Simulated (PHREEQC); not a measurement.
Solution (25 °C): 0.13 mol/kgw HF, 0.00072 mol/kgw KF and 0.00037 mol/kgw H2SO4. It is in equilibrium with CO2 at log p = -3.4 (atm). Otherwise closed; pH follows from the charge balance.

The numbers come from PHREEQC with the ion-association model, phreeqc.dat.

Task: The ionic strength comes out as 0.0126 mol/kgw. What activity coefficients do F-, HF2-, HSO4-, H+, SO4-2 get?

Result: F- 0.89, HF2- 0.89, HSO4- 0.89, H+ 0.91, SO4-2 0.64.

This is a speciation only: nothing precipitates in the calculation. Complexes and solids missing from the database can't appear.
